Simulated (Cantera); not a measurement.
Cantera with NASA thermochemical tables; ideal gases at 1 bar, condensed phases pure. Values are per mole of reaction as written; species without (g) are pure solids or liquids, kept so even where they would boil at 1 bar.

Q: Between 823 and 2173 K, where is each reaction favourable under standard conditions?
- 2 F(g) + PbO(g) = O(g) + PbF2
- PbF2 + O(g) = PbO + 2 F(g)
- 3 PbF2 + O3(g) = 6 F(g) + 3 PbO

A: 
- 2 F(g) + PbO(g) = O(g) + PbF2: ΔG° is -432 kJ at 823 K and -146 kJ at 2173 K; it stays negative (K > 1). ΔH° is -557 kJ and ΔS° -189 J/K at 2173 K.
- PbF2 + O(g) = PbO + 2 F(g): ΔG° is 280 kJ at 823 K and 164 kJ at 2173 K; it stays positive (K < 1). ΔH° is 337 kJ and ΔS° 80 J/K at 2173 K.
- 3 PbF2 + O3(g) = 6 F(g) + 3 PbO: ΔG° is 1239 kJ at 823 K and 533 kJ at 2173 K; it stays positive (K < 1). ΔH° is 1628 kJ and ΔS° 504 J/K at 2173 K.
